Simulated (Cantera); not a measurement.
Input (Python, Cantera):

```python
import numpy as np
import cantera as ct

gas = ct.Solution("gri30.yaml")
gas.TPX = 473, 101325, {'C3H8': 1, 'O2': 10.4, 'N2': 39.2}
inlet = ct.Reservoir(gas, clone=True)
gas.equilibrate("HP")  # start burning
reactor = ct.IdealGasConstPressureReactor(gas, energy="on", clone=False)
exhaust = ct.Reservoir(gas, clone=True)
tau = [0.023, 0.011, 0.0049, 0.0022, 0.001, 0.00047, 0.00022, 9.9e-05, 4.5e-05, 2.1e-05, 9.4e-06][0]
for a, b in ((inlet, reactor), (reactor, exhaust)):
    ct.MassFlowController(a, b, mdot=lambda t: reactor.mass / tau)
net = ct.ReactorNet([reactor])
show = ['C3H8', 'O2', 'NO', 'C2H4', 'CH4']

rows = []
print(f"{'tau/s':>10s}{'T/K':>9s}" + "".join(f"{s:>11s}" for s in show))
for tau in [0.023, 0.011, 0.0049, 0.0022, 0.001, 0.00047, 0.00022, 9.9e-05, 4.5e-05, 2.1e-05, 9.4e-06]:
    net.initial_time = 0.0
    net.advance(30 * tau)
    before = gas.X
    net.advance(40 * tau)
    drift = np.max(np.abs(gas.X - before) / (gas.X + 1e-9))
    rows.append([gas.T, *gas[show].X, drift])
    print(f"{tau:10.3e}{gas.T:9.1f}" + "".join(f"{x:11.3e}" for x in gas[show].X))
```

Output:

```
     tau/s      T/K       C3H8         O2         NO       C2H4        CH4
 2.300e-02   1593.2  4.562e-06  1.048e-01  4.300e-06  1.219e-05  4.789e-07
 1.100e-02   1584.7  7.227e-06  1.050e-01  3.441e-06  1.821e-05  6.968e-07
 4.900e-03   1570.0  1.209e-05  1.054e-01  2.719e-06  2.845e-05  1.197e-06
 2.200e-03   1546.4  2.094e-05  1.064e-01  2.192e-06  4.572e-05  2.446e-06
 1.000e-03   1507.8  3.983e-05  1.083e-01  1.646e-06  8.044e-05  6.292e-06
 4.700e-04   1438.3  9.838e-05  1.128e-01  8.218e-07  1.893e-04  2.513e-05
 2.200e-04    473.0  1.976e-02  2.055e-01  4.668e-22  7.590e-18  9.772e-19
 9.900e-05    473.0  1.976e-02  2.055e-01  2.052e-24  3.337e-20  4.296e-21
 4.500e-05    473.0  1.976e-02  2.055e-01  1.296e-25  2.108e-21  2.714e-22
 2.100e-05    473.0  1.976e-02  2.055e-01  8.189e-27  1.331e-22  1.714e-23
 9.400e-06    473.0  1.976e-02  2.055e-01  5.173e-28  8.410e-24  1.083e-24
```

Cantera simulation using GRI-Mech 3.0 (53 species, 325 reactions); the numbers are that mechanism's predictions, not measurements. GRI-Mech 3.0 was tuned for natural gas; its chemistry of propane as a main component is partial and can be far from experiment.
